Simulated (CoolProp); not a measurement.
Nitrous oxide along the isobar 34600 kPa: fugacity coefficient from the reference equation and from simpler models built on Tc = 36.4 °C, pc = 7245 kPa, ω = 0.161; each cubic takes its own stable root.

The numbers come from the reference Helmholtz-energy equation of state, Lemmon 2006 in CoolProp. It is a short technical equation, of lower accuracy than the large ones.

```csv
T (°C),phase,reference
5.75,liquid,0.1466
26.55,liquid,0.2094
47.25,supercritical,0.2792
68.05,supercritical,0.3534
88.75,supercritical,0.4277
109.55,supercritical,0.4999
130.25,supercritical,0.5670
151.05,supercritical,0.6284
171.85,supercritical,0.6835
```

Problem. How far does each simpler model (Soave-Redlich-Kwong, Peng-Robinson) lie from the reference over these 9 states: mean and median of the absolute difference, and the worst?

Solution. 
- Soave-Redlich-Kwong: mean 8.1 %, median 8.2 %, worst +8.5 % at 88.75 °C and 34600 kPa
- Peng-Robinson: mean 1.4 %, median 1.2 %, worst -2.7 % at 5.75 °C and 34600 kPa
